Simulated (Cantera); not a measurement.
A counterflow diffusion flame at 1.80 bar, nozzles 20 mm apart: fuel side CH4 = 1 (molar parts) at 325 K, oxidiser side O2 : N2 = 0.28 : 0.72 (molar parts) at 625 K, fuel mass flux 0.94 times the oxidiser's; mixture-averaged transport, no radiation.

Model: GRI-Mech 3.0 (53 species, 325 reactions), integrated in Cantera. GRI-Mech 3.0 has no aromatics or soot, which form on the fuel side of real flames. The maximum strain rate includes the flame's own expansion and is several times the mean.

x: mole fraction; the columns are a selection and need not sum to one.

```json
[
 {"oxidiser flux (kg/m²/s)": "0.45", "max strain (1/s)": "243", "mean strain (1/s)": "42.1", "T max (K)": "2514", "peak x OH": "0.0157", "peak x H": "0.00564", "peak x NO": "0.00108", "peak x CO": "0.1000", "peak x C2H2": "0.0229"},
 {"oxidiser flux (kg/m²/s)": "0.59", "max strain (1/s)": "309", "mean strain (1/s)": "55.2", "T max (K)": "2492", "peak x OH": "0.0158", "peak x H": "0.00579", "peak x NO": "0.000927", "peak x CO": "0.0978", "peak x C2H2": "0.0226"},
 {"oxidiser flux (kg/m²/s)": "0.77", "max strain (1/s)": "?", "mean strain (1/s)": "72.0", "T max (K)": "2473", "peak x OH": "0.0159", "peak x H": "0.00598", "peak x NO": "?", "peak x CO": "0.0958", "peak x C2H2": "0.0222"},
 {"oxidiser flux (kg/m²/s)": "1", "max strain (1/s)": "499", "mean strain (1/s)": "93.5", "T max (K)": "2454", "peak x OH": "0.0160", "peak x H": "0.00619", "peak x NO": "0.000732", "peak x CO": "0.0940", "peak x C2H2": "0.0217"},
 {"oxidiser flux (kg/m²/s)": "1.3", "max strain (1/s)": "634", "mean strain (1/s)": "122", "T max (K)": "2437", "peak x OH": "0.0161", "peak x H": "0.00643", "peak x NO": "0.000662", "peak x CO": "0.0924", "peak x C2H2": "0.0213"},
 {"oxidiser flux (kg/m²/s)": "1.7", "max strain (1/s)": "809", "mean strain (1/s)": "159", "T max (K)": "2420", "peak x OH": "0.0162", "peak x H": "0.00664", "peak x NO": "0.000597", "peak x CO": "0.0907", "peak x C2H2": "0.0207"},
 {"oxidiser flux (kg/m²/s)": "2.2", "max strain (1/s)": "1020", "mean strain (1/s)": "206", "T max (K)": "2406", "peak x OH": "0.0162", "peak x H": "0.00687", "peak x NO": "0.000543", "peak x CO": "0.0893", "peak x C2H2": "0.0202"},
 {"oxidiser flux (kg/m²/s)": "2.9", "max strain (1/s)": "?", "mean strain (1/s)": "271", "T max (K)": "2392", "peak x OH": "0.0162", "peak x H": "0.00710", "peak x NO": "?", "peak x CO": "0.0877", "peak x C2H2": "0.0195"}
]
```

**Question.** Some entries are withheld; supply them.

**Answer.** 
- 0.77, max strain (1/s): 394
- 0.77, peak x NO: 0.000818
- 2.9, max strain (1/s): 1320
- 2.9, peak x NO: 0.000490
